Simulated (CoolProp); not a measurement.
Vapour-liquid equilibrium of propane (1) + R152A (2) at -33.65 °C; x and y are mole fractions of (1).

Computed with CoolProp (multi-fluid Helmholtz-energy mixture model, Lemmon 2009 and Outcalt 1996; pair parameters Bell 2016).

| x | bubble pressure (MPa) | y at the bubble point | dew pressure at overall composition x (MPa) | liquid density (mol/L) |
|---|---|---|---|---|
| 0.05 | 0.09003 | 0.305 | 0.06801 | 15.40 |
| 0.15 | 0.1234 | 0.528 | 0.07527 | 15.00 |
| 0.25 | 0.1416 | 0.613 | 0.08418 | 14.63 |
| 0.35 | 0.1513 | 0.656 | 0.09532 | 14.30 |
| 0.45 | 0.1565 | 0.682 | 0.1095 | 13.99 |
| 0.55 | 0.1594 | 0.701 | 0.1279 | 13.73 |
| 0.65 | 0.1613 | 0.722 | 0.1501 | 13.49 |
| 0.75 | 0.1621 | 0.751 | 0.1621 | 13.29 |
| 0.85 | 0.1606 | 0.803 | 0.1577 | 13.13 |
| 0.95 | 0.1532 | 0.906 | 0.1494 | 13.00 |

y crosses x between x = 0.75 and 0.85: the model has an azeotrope there.

The pair parameters rest on a limited set of measurements; away from them the model extrapolates. With so large a gap from Raoult's law the liquid may split in two, which this calculation doesn't test in full.
